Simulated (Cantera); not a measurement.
Mixture: CH3OH : O2 : N2 = 1 : 2.88 : 10.8 (molar parts), at 2.90 bar, adiabatic and at constant pressure. Ignition delay is the time to a rise of 400 K.

Detailed kinetics in Cantera: GRI-Mech 3.0 (53 species, 325 reactions). GRI-Mech 3.0 was tuned for natural gas; its chemistry of methanol as a main component is partial and can be far from experiment.

**Question.** What does this change do: pressure from 2.90 bar to 27.0 bar?

**Answer.** 
```tsv
quantity	before	after
delay at 1175 K	6.77 ms	1.36 ms
delay at 1325 K	0.718 ms	0.134 ms
delay at 1475 K	0.138 ms	23.7 µs
delay at 1625 K	40.4 µs	6.48 µs
delay at 1775 K	15.4 µs	2.33 µs
apparent activation energy between 1700 and 1850 K	150 kJ/mol	160 kJ/mol
```
The pressure lies above the range GRI-Mech 3.0 was tuned for (to about 10 atm).
